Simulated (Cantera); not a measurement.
A closed system holds: 1 mol Al(CH₃)₃, 8.8 mol N₂, at 923 K and 13300 Pa.

These are equilibrium values from Cantera (NASA tables, ideal gas, pure condensed phases), not measurements of a reactor. Candidate condensed phases: Al, AlN, C, C₆H₆, C₇H₈, C₈H₁₈; 97 gas species. The feed counts by its element totals alone. Rates play no part.

Base state: N₂ 0.651, H₂ 0.345, CH₄ 0.00370, NH₃ 2.21e-5 (mole fractions); condensed: AlN(s) + C(graphite).

Q: What changes in the equilibrium state with this change: temperature from 923 K to 2150 K?

A: 
| species | before | after |
|---|---|---|
| N₂ | 0.651 | 0.636 |
| H₂ | 0.345 | 0.336 |
| HCN | 6.46e-7 | 0.0118 |
| Al | <1e-9 | 0.00742 |
| H | <1e-9 | 0.00669 |
| HNC | <1e-9 | 0.000864 |
| C₂H₂ (acetylene) | <1e-9 | 0.000651 |
| AlH | <1e-9 | 0.000323 |
| AlN(s), mol | 1.00 | 0.899 |
| C(graphite), mol | 2.95 | 2.82 |
